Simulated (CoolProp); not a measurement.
Vapour-liquid equilibrium of R143a (1) + R152A (2) at 185.4 K; x and y are mole fractions of (1).

The numbers come from the multi-fluid Helmholtz-energy mixture model, Lemmon and Jacobsen 2000 and Outcalt 1996; pair parameters Bell 2016 in CoolProp.

```json
[
 {"x": "0.05", "bubble pressure, mixture model (MPa)": "0.002419", "bubble pressure, Raoult's law (MPa)": "0.002228", "y, mixture model": "0.264", "y, Raoult's law": "0.203"},
 {"x": "0.125", "bubble pressure, mixture model (MPa)": "0.003159", "bubble pressure, Raoult's law (MPa)": "0.002765", "y, mixture model": "0.477", "y, Raoult's law": "0.408"},
 {"x": "0.2", "bubble pressure, mixture model (MPa)": "0.003816", "bubble pressure, Raoult's law (MPa)": "0.003301", "y, mixture model": "0.600", "y, Raoult's law": "0.547"},
 {"x": "0.275", "bubble pressure, mixture model (MPa)": "0.004410", "bubble pressure, Raoult's law (MPa)": "0.003838", "y, mixture model": "0.681", "y, Raoult's law": "0.647"},
 {"x": "0.35", "bubble pressure, mixture model (MPa)": "0.004956", "bubble pressure, Raoult's law (MPa)": "0.004375", "y, mixture model": "0.741", "y, Raoult's law": "0.722"},
 {"x": "0.425", "bubble pressure, mixture model (MPa)": "0.005467", "bubble pressure, Raoult's law (MPa)": "0.004912", "y, mixture model": "0.787", "y, Raoult's law": "0.781"},
 {"x": "0.5", "bubble pressure, mixture model (MPa)": "0.005952", "bubble pressure, Raoult's law (MPa)": "0.005449", "y, mixture model": "0.825", "y, Raoult's law": "0.828"},
 {"x": "0.575", "bubble pressure, mixture model (MPa)": "0.006420", "bubble pressure, Raoult's law (MPa)": "0.005986", "y, mixture model": "0.858", "y, Raoult's law": "0.867"},
 {"x": "0.65", "bubble pressure, mixture model (MPa)": "0.006878", "bubble pressure, Raoult's law (MPa)": "0.006522", "y, mixture model": "0.887", "y, Raoult's law": "0.900"},
 {"x": "0.725", "bubble pressure, mixture model (MPa)": "0.007331", "bubble pressure, Raoult's law (MPa)": "0.007059", "y, mixture model": "0.914", "y, Raoult's law": "0.927"},
 {"x": "0.8", "bubble pressure, mixture model (MPa)": "0.007785", "bubble pressure, Raoult's law (MPa)": "0.007596", "y, mixture model": "0.939", "y, Raoult's law": "0.951"},
 {"x": "0.875", "bubble pressure, mixture model (MPa)": "0.008243", "bubble pressure, Raoult's law (MPa)": "0.008133", "y, mixture model": "0.962", "y, Raoult's law": "0.971"},
 {"x": "0.95", "bubble pressure, mixture model (MPa)": "0.008710", "bubble pressure, Raoult's law (MPa)": "0.008670", "y, mixture model": "0.985", "y, Raoult's law": "0.989"}
]
```

The largest gap from Raoult's law is +15.6 % in bubble pressure, at x = 0.2. No azeotrope shows between x = 0.05 and 0.95.

Pair parameters are fitted to limited data, so mixtures are less certain than the pure fluids.
